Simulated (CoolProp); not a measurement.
C3F8 (R218) at 293.15 K and 2.18 MPa flows at 1.5 m/s in a round tube of 4.6 mm bore and 15 µm roughness, fully developed (64/Re and Nu = 3.66 if laminar; Colebrook and Gnielinski if turbulent). Each further row changes one setting.

Computed with CoolProp (reference Helmholtz-energy equation of state, Lemmon 2006). It is a short technical equation, of lower accuracy than the large ones.

```tsv
case	Reynolds number	Darcy friction factor	pressure drop (Pa/m)	heat-transfer coefficient (W/(m² K))	mass flow (kg/h)
as stated	49400	0.0292	?	3560	123
velocity 3 m/s	98800	?	37600	?	246
diameter 9.2 mm	98800	?	4050	3140	?
```

Problem. Complete the blanks.

Solution. 
- as stated, pressure drop (Pa/m): 9780
- velocity 3 m/s, Darcy friction factor: 0.0280
- velocity 3 m/s, heat-transfer coefficient (W/(m² K)): 6990
- diameter 9.2 mm, Darcy friction factor: 0.0241
- diameter 9.2 mm, mass flow (kg/h): 493

Viscosity comes from a separate model (Huber 2003), an estimate that may be off by 10 % or more. Thermal conductivity comes from a separate model (Huber 2003), an estimate that may be off by 10 % or more.
